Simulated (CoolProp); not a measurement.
Saturation properties of R152A (Tc = 113.3 °C, pc = 4.517 MPa, ω = 0.275).

The numbers come from the reference Helmholtz-energy equation of state, Outcalt 1996 in CoolProp. It is a modified Benedict-Webb-Rubin equation, recast in Helmholtz form.

| T (°C) | p (MPa) | vapour density (kg/m³) | enthalpy of vaporisation (kJ/kg) | liquid cp (kJ/(kg K)) | surface tension (mN/m) | vapour viscosity (µPa s) |
|---|---|---|---|---|---|---|
| -0.85 | ___ | 8.118 | ___ | ___ | 13.3 | 10.2 |
| 10.35 | 0.3771 | 11.78 | 296.2 | 1.736 | 11.7 | 10.6 |
| 21.65 | 0.5394 | 16.72 | 283.4 | 1.784 | 10.2 | 11.1 |
| 32.95 | ___ | 23.23 | 269.4 | 1.842 | 8.66 | 11.6 |
| 44.25 | 1.017 | 31.76 | 253.9 | ___ | 7.21 | 12.1 |
| 55.55 | 1.350 | 42.92 | ___ | 2.006 | 5.80 | 12.7 |
| 66.85 | 1.758 | 57.64 | 217.2 | 2.134 | 4.46 | 13.3 |
| 78.15 | 2.252 | 77.49 | 194.4 | 2.328 | 3.18 | 14.2 |
| 89.35 | 2.841 | ___ | 167.0 | 2.674 | ___ | 15.4 |

Q: Complete the blanks.

A: 
- -0.85, p (MPa): 0.2560
- -0.85, enthalpy of vaporisation (kJ/kg): 308.0
- -0.85, liquid cp (kJ/(kg K)): 1.694
- 32.95, p (MPa): 0.7499
- 44.25, liquid cp (kJ/(kg K)): 1.914
- 55.55, enthalpy of vaporisation (kJ/kg): 236.7
- 89.35, vapour density (kg/m³): 105.2
- 89.35, surface tension (mN/m): 2.00

It boils at -24.0 °C under 1 atm.

Viscosity comes from a separate model (Bell 2016), an estimate that may be off by 10 % or more. Surface tension comes from a separate correlation (Mulero 2012).
